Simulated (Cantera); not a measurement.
What does this Cantera script print?

```python
import numpy as np
import cantera as ct

gas = ct.Solution("SiF4_NH3_mec.yaml", "gas")
gas.TPX = 2148, 9600, {'NH3': 1, 'N2': 1.7, 'H2': 0.22}
inlet = ct.Reservoir(gas, clone=True)

reactor = ct.IdealGasConstPressureReactor(gas, energy="off", clone=False)
exhaust = ct.Reservoir(gas, clone=True)
tau = [4.4, 1.1, 0.27, 0.067, 0.016, 0.0041, 0.001][0]
for a, b in ((inlet, reactor), (reactor, exhaust)):
    ct.MassFlowController(a, b, mdot=lambda t: reactor.mass / tau)
net = ct.ReactorNet([reactor])
show = ['NH3', 'N2H2', 'N2', 'H2', 'N', 'N2H4']

rows = []
print(f"{'tau/s':>10s}{'T/K':>9s}" + "".join(f"{s:>11s}" for s in show))
for tau in [4.4, 1.1, 0.27, 0.067, 0.016, 0.0041, 0.001]:
    net.initial_time = 0.0
    net.advance(30 * tau)
    before = gas.X
    net.advance(40 * tau)
    drift = np.max(np.abs(gas.X - before) / (gas.X + 1e-9))
    rows.append([gas.T, *gas[show].X, drift])
    print(f"{tau:10.3e}{gas.T:9.1f}" + "".join(f"{x:11.3e}" for x in gas[show].X))
```

Output:

```
     tau/s      T/K        NH3       N2H2         N2         H2          N       N2H4
 4.400e+00   2148.0  3.771e-03  3.586e-08  5.607e-01  4.330e-01  3.673e-06  6.076e-11
 1.100e+00   2148.0  2.025e-02  1.806e-07  5.621e-01  4.162e-01  2.996e-06  5.096e-10
 2.700e-01   2148.0  7.125e-02  7.162e-07  5.653e-01  3.623e-01  2.904e-06  2.804e-09
 6.700e-02   2148.0  1.740e-01  2.017e-06  5.716e-01  2.532e-01  2.668e-06  9.782e-09
 1.600e-02   2148.0  2.777e-01  3.518e-06  5.779e-01  1.430e-01  2.121e-06  1.969e-08
 4.100e-03   2148.0  3.235e-01  3.947e-06  5.807e-01  9.433e-02  1.583e-06  2.437e-08
 1.000e-03   2148.0  3.380e-01  2.894e-06  5.816e-01  7.907e-02  1.008e-06  1.969e-08
```

Model: the gas-phase N/H chemistry of the illustrative SiF4/NH3 mechanism in the Surface Chemkin manual (1991), integrated in Cantera. Walls and surfaces, which speed up NH3 decomposition in real reactors, are not modelled.
